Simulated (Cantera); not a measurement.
A freely propagating, adiabatic, planar premixed flame of CH₄ : C₂H₆ : C₃H₈ : O₂ : N₂ = 1 : 0.063 : 0.26 : 4.14 : 15.6 (molar parts), equivalence ratio 0.85, unburnt at 423 K and 3750 Torr; mixture-averaged transport, grid criteria slope 0.08 and curve 0.16, no radiation.

Detailed kinetics in Cantera: GRI-Mech 3.0 (53 species, 325 reactions). GRI-Mech 3.0 was tuned for natural gas; its chemistry of propane as a main component is partial and can be far from experiment. Burning velocities carry a grid error of a few per cent, more on coarse grids.

x: mole fraction of selected species; z is measured from the peak of heat release.

```json
[
 {"z (mm)": "-0.358", "T (K)": "423", "u (m/s)": "0.359", "x CH₄": "0.0474", "x C₂H₆": "0.00299", "x C₃H₈": "0.0123", "x CH₂O": "1.96e-7", "x H₂O": "7.29e-5", "x O": "<1e-8"},
 {"z (mm)": "-0.239", "T (K)": "427", "u (m/s)": "0.362", "x CH₄": "0.0473", "x C₂H₆": "0.00299", "x C₃H₈": "0.0123", "x CH₂O": "2.77e-6", "x H₂O": "0.000602", "x O": "<1e-8"},
 {"z (mm)": "-0.179", "T (K)": "441", "u (m/s)": "0.375", "x CH₄": "0.0467", "x C₂H₆": "0.00298", "x C₃H₈": "0.0123", "x CH₂O": "___", "x H₂O": "___", "x O": "<1e-8"},
 {"z (mm)": "-0.119", "T (K)": "526", "u (m/s)": "0.449", "x CH₄": "0.0437", "x C₂H₆": "0.00290", "x C₃H₈": "0.0121", "x CH₂O": "0.000182", "x H₂O": "0.0134", "x O": "<1e-8"},
 {"z (mm)": "-0.0597", "T (K)": "945", "u (m/s)": "0.820", "x CH₄": "0.0300", "x C₂H₆": "0.00222", "x C₃H₈": "0.00855", "x CH₂O": "0.00128", "x H₂O": "0.0567", "x O": "5.12e-7"},
 {"z (mm)": "-0.0298", "T (K)": "1349", "u (m/s)": "1.18", "x CH₄": "0.0167", "x C₂H₆": "0.00121", "x C₃H₈": "0.00294", "x CH₂O": "0.00151", "x H₂O": "0.0933", "x O": "2.69e-5"},
 {"z (mm)": "0", "T (K)": "1738", "u (m/s)": "1.53", "x CH₄": "0.00365", "x C₂H₆": "7.82e-5", "x C₃H₈": "4.94e-5", "x CH₂O": "0.000481", "x H₂O": "0.126", "x O": "0.000509"},
 {"z (mm)": "0.0298", "T (K)": "1911", "u (m/s)": "1.68", "x CH₄": "0.000168", "x C₂H₆": "1.06e-7", "x C₃H₈": "<1e-8", "x CH₂O": "3.77e-5", "x H₂O": "0.138", "x O": "0.00168"},
 {"z (mm)": "0.0597", "T (K)": "1987", "u (m/s)": "1.73", "x CH₄": "___", "x C₂H₆": "<1e-8", "x C₃H₈": "<1e-8", "x CH₂O": "___", "x H₂O": "0.141", "x O": "___"},
 {"z (mm)": "0.119", "T (K)": "2069", "u (m/s)": "1.79", "x CH₄": "<1e-8", "x C₂H₆": "<1e-8", "x C₃H₈": "<1e-8", "x CH₂O": "<1e-8", "x H₂O": "0.144", "x O": "0.00129"},
 {"z (mm)": "0.239", "T (K)": "2135", "u (m/s)": "1.85", "x CH₄": "<1e-8", "x C₂H₆": "<1e-8", "x C₃H₈": "<1e-8", "x CH₂O": "<1e-8", "x H₂O": "0.147", "x O": "0.000665"},
 {"z (mm)": "0.477", "T (K)": "2172", "u (m/s)": "1.87", "x CH₄": "<1e-8", "x C₂H₆": "<1e-8", "x C₃H₈": "<1e-8", "x CH₂O": "<1e-8", "x H₂O": "0.149", "x O": "0.000317"},
 {"z (mm)": "0.955", "T (K)": "2185", "u (m/s)": "1.88", "x CH₄": "<1e-8", "x C₂H₆": "<1e-8", "x C₃H₈": "<1e-8", "x CH₂O": "<1e-8", "x H₂O": "0.150", "x O": "0.000208"}
]
```

Some entries are withheld; supply them.


- -0.179, x CH₂O: 2.05e-5
- -0.179, x H₂O: 0.00270
- 0.0597, x CH₄: 4.01e-6
- 0.0597, x CH₂O: 1.10e-6
- 0.0597, x O: 0.00182
